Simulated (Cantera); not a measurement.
**SiCl4 + HCl + H2 (silicon epitaxy and polysilicon growth)**

Feed: 1 mol SiCl4, 0.44 mol HCl, 11 mol H2, held at 96.0 mbar.

Cantera equilibrium calculation (NASA polynomials, part measured and part estimated; ideal gas, pure solids and liquids). Candidate condensed phases: Si; 19 gas species. The tables' values for SiCl3, SiCl are old estimates; treat these amounts as uncertain. Kinetics and transport are ignored.

```tsv
T (°C)	log p H2	log p HCl	log p SiCl2	log p SiCl4	log p SiHCl3	log p SiCl3
927	-1.09	-2.13	-3.02	-2.34	-2.87	-3.15
977	-1.10	-2.05	-2.77	-2.43	-2.93	-3.03
1027	-1.11	-1.97	-2.58	-2.56	-3.03	-2.96
1077	-1.12	-1.91	-2.45	-2.72	-3.17	-2.93
1127	-1.13	-1.86	-2.35	-2.92	-3.34	-2.95
1177	-1.13	-1.82	-2.28	-3.15	-3.53	-3.00
1227	-1.14	-1.80	-2.24	-3.41	-3.73	-3.07
1277	-1.14	-1.79	-2.21	-3.68	-3.94	-3.17
1327	-1.14	-1.78	-2.19	-3.94	-4.15	-3.26
1377	-1.14	-1.77	-2.18	-4.21	-4.35	-3.36
1427	-1.14	-1.77	-2.17	-4.46	-4.55	-3.46
```
log p: log10 of the partial pressure in bar; nothing condenses.

From 927 °C to 1427 °C nothing is condensed. The main Si-bearing gas is SiCl4 at 927 °C and SiCl2 at 1427 °C.
